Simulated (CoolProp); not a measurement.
A single-stage vapour-compression cycle with C3F8 (R218): evaporating at 212.15 K (dew point), condensing at 269.15 K (bubble point), superheat 2 K, subcooling 8 K, compressor efficiency 0.7, no pressure losses. Each further row changes one setting.

Computed with CoolProp (reference Helmholtz-energy equation of state, Lemmon 2006). It is a short technical equation, of lower accuracy than the large ones.

```
case                              cooling COP  pressure ratio  discharge temperature (K)  refrigerating effect (kJ/kg)  volumetric capacity (kJ/m³)
--------------------------------  -----------  --------------  -------------------------  ----------------------------  ---------------------------
as stated                                1.93            12.5                      270.9                          66.8                          210
evaporating temperature 217.15 K         2.25            9.37                      270.1                          69.9                          287
condensing temperature 264.15 K          2.23            10.5                      266.7                          72.0                          227
subcooling 13 K                          2.08            12.5                      270.9                          72.0                          227
superheat 12 K                           1.99            12.5                      281.6                          73.5                          220
compressor efficiency 0.6                1.65            12.5                      277.9                          66.8                          210
```
